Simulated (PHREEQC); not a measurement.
Solution (20 °C): 0.0014 mol HF, 0.023 mol NaF and 3.4e-05 mol H2SiF6 per kg of water. Closed to the air; pH follows from the charge balance.

Computed with PHREEQC (ion-association model, wateq4f.dat).

```json
[
 {"quantity": "pH", "before": "4.31", "after": "4.62"},
 {"quantity": "HF (mol/kgw)", "before": "0.00129", "after": "0.00134"},
 {"quantity": "HF2- (mol/kgw)", "before": "0.000108", "after": "0.000134"},
 {"quantity": "H2F2 (mol/kgw)", "before": "5.24e-6", "after": "1.23e-6"}
]
```

Question: What was changed between the two runs?
(A) temperature from 20 to 60 °C
(B) HF replaced by LiF at the same molality
(C) HF left out
(D) temperature from 20 to 25 °C
(E) H2SiF6 left out

Answer: A, temperature from 20 to 60 °C

Precipitation was switched off in this run. Constants without temperature data keep their 25 °C values here. SiF6-2 is the database's only silicon fluoride.
